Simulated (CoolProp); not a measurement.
CH2F2 (R32) at 298.15 K and 0.262 MPa is throttled through a valve to 0.159 MPa with no heat exchange. Each further row changes one setting.

Computed with CoolProp (reference Helmholtz-energy equation of state, Tillner-Roth 1997).

```json
[
 {"case": "as stated", "temperature change (K)": "-2.7", "final density (kg/m³)": "3.44"},
 {"case": "outlet pressure 0.0477 MPa", "temperature change (K)": "-5.6", "final density (kg/m³)": "1.03"},
 {"case": "outlet pressure 0.207 MPa", "temperature change (K)": "-1.4", "final density (kg/m³)": "4.48"}
]
```
